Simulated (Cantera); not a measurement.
# borazine + O2 + H2 (boron, boron nitride and boron oxide)

Charge: 1 mol borazine, 0.06 mol O2, a varied amount of H2, equilibrated at 2348.15 K and 26.0 Pa.

Equilibrium computed with Cantera from the NASA thermochemical tables; the gas is ideal and each condensed phase is pure. Candidate condensed phases: B, BN, B2O3, B3O3H3, H2O; 39 gas species. The feed counts by its element totals alone. The tables' values for BH2 are old estimates; treat these amounts as uncertain. Rates play no part.

```
n(H2) (mol)    x H   x H2     x N2     x B      x BO     x BH2  n B(s)
-----------  -----  -----  -------  ------  --------  --------  ------
3.6          0.448  0.341    0.129  0.0704   0.00935  0.000869    2.04
4.8          0.455  0.352    0.112  0.0704   0.00811  0.000897    1.91
6.4          0.462  0.363   0.0950  0.0704   0.00689  0.000925    1.74
8.5          0.469  0.374   0.0794  0.0704   0.00576  0.000952    1.52
11           0.474  0.382   0.0664  0.0704   0.00481  0.000974    1.25
15           0.480  0.392   0.0527  0.0704   0.00381  0.000997   0.826
20           0.484  0.399   0.0418  0.0704   0.00303   0.00102   0.295
27           0.491  0.410   0.0328  0.0615   0.00238  0.000914       0
36           0.499  0.424   0.0259  0.0485   0.00189  0.000744       0
48           0.505  0.434   0.0202  0.0379   0.00148  0.000595       0
63           0.510  0.443   0.0159  0.0297   0.00116  0.000476       0
85           0.514  0.450   0.0120  0.0226  0.000884  0.000367       0
110          0.517  0.455  0.00947  0.0177  0.000696  0.000292       0
```
x: gas mole fraction; n: condensed amount in mol.

From 3.6 mol H2 to 20 mol H2 the condensed part is B(s). From 27 mol H2 to 110 mol H2 nothing is condensed. The main B-bearing gas is B throughout.
